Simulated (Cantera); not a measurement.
Charge: 1 mol BCl3, 10 mol O2, 190 mol N2, equilibrated at 15.0 Pa.

These are equilibrium values from Cantera (NASA tables, ideal gas, pure condensed phases), not measurements of a reactor. Candidate condensed phases: B, BN, B2O3; 25 gas species. Equilibrium is a limit: real reactors are often held back by kinetics, nucleation or transport.

**Question.** At 825 °C, list the 5 most abundant gas species with their mole fractions, and the condensed phases.

**Answer.** N2 0.943, O2 0.0459, Cl 0.00739, Cl2 0.00375, NO 4.27e-5. Condensed: B2O3(l).
